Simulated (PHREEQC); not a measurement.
**Brackish or sea water: speciation**

Synthetic water in mg/L, 25 °C, pH 7.28, pe 1.9:

```
constituent          mg/L
------------------  -----
Na                   6070
K                     479
Ca                    104
Mg                    236
Cl                  10100
S(6) as SO4          1090
Alkalinity as HCO3   3.87
N(-3) as NH4         89.3
Li                  0.707
```

Cl is adjusted to close the charge balance.
Valence states are taken as typed.

Model: ion-association model, phreeqc.dat, run in PHREEQC.

No solid was allowed to form.

Problem. What activity of water does the model give?

Solution. activity of water 0.990.

Problem. In which forms is K present?

Solution. K+ 99 %, KSO4- 1.2 % of the K.
